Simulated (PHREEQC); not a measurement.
Solution (25 °C): 0.015 mol/kgw FeSO4, 0.00013 mol/kgw CaCl2, 0.011 mol/kgw NaF and 0.0017 mol/kgw NaCl. Closed to the air; pH follows from the charge balance.

The numbers come from PHREEQC with the ion-association model, phreeqc.dat.

```json
[
 {"quantity": "pH", "before": "6.45", "after": "6.43"},
 {"quantity": "ionic strength (mol/kgw)", "before": "0.0549", "after": "0.0293"},
 {"quantity": "SO4-2 (mol/kgw)", "before": "0.0106", "after": "0.00572"},
 {"quantity": "Fe+2 (mol/kgw)", "before": "0.0104", "after": "0.00566"},
 {"quantity": "FeSO4 (mol/kgw)", "before": "0.00409", "after": "0.00167"},
 {"quantity": "SI of Fluorite (CaF2)", "before": "+2.09", "after": "+1.34"},
 {"quantity": "SI of Gypsum (CaSO4:2H2O)", "before": "-2.11", "after": "-2.50"}
]
```

Which change was made?
A. CaCl2 from 0.00013 to 0.000117 mol/kgw
B. diluted 2-fold with water
C. NaCl from 0.0017 to 0.00085 mol/kgw
D. diluted 10-fold with water

B, diluted 2-fold with water

No solid was allowed to form. Some of these states are supersaturated (in Fluorite, for instance). Fluoro complexes past AlF4- and FeF3 are missing from the database.
